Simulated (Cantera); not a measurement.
A perfectly stirred reactor is fed with 45.5 % NH₃, 54.5 % H₂, at 14.3 Torr; it is held at 2375 K, and followed from long to short residence time.

Computed with Cantera and the gas-phase N/H chemistry of the illustrative SiF4/NH3 mechanism in the Surface Chemkin manual (1991). Walls and surfaces, which speed up NH3 decomposition in real reactors, are not modelled.

One state of this run: x NH₃ = 0.00210; x H₂ = 0.828; x N₂ = 0.154; x N₂H₂ = 8.84e-8; x N₂H₄ = 1.07e-11. x: mole fraction; the columns are a selection and need not sum to one.

Q: Which value of τ (s) does it belong to?
(A) 0.0052
(B) 2.4
(C) 6.8
(D) 0.31

A: B, 2.4
